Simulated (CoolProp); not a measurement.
A closed Brayton cycle with carbon dioxide: compressor inlet 305.15 K and 7.9 MPa, high pressure 22.7 MPa, turbine inlet 665 K, compressor efficiency 0.85, turbine efficiency 0.93, recuperator effectiveness 0 (on enthalpy, no pinch check). Each further row changes one setting.

Values from CoolProp's reference Helmholtz-energy equation of state, Span 1996.

| case | thermal efficiency (%) | net work (kJ/kg) | compressor to turbine work | compressor exit (K) | turbine exit (K) |
|---|---|---|---|---|---|
| as stated | 16.6 | 85.2 | 0.22 | 335.2 | 550.5 |
| turbine inlet 615 K | 16.5 | 74.4 | 0.25 | 335.2 | 505.0 |
| compressor inlet 315.15 K | 16.5 | 61.6 | 0.44 | 396.6 | 550.5 |
| high pressure 19.3 MPa | 14.4 | 75.4 | 0.20 | 329.8 | 567.8 |
| recuperator effectiveness 0.5 | 22.3 | 85.2 | 0.22 | 335.2 | 550.5 |
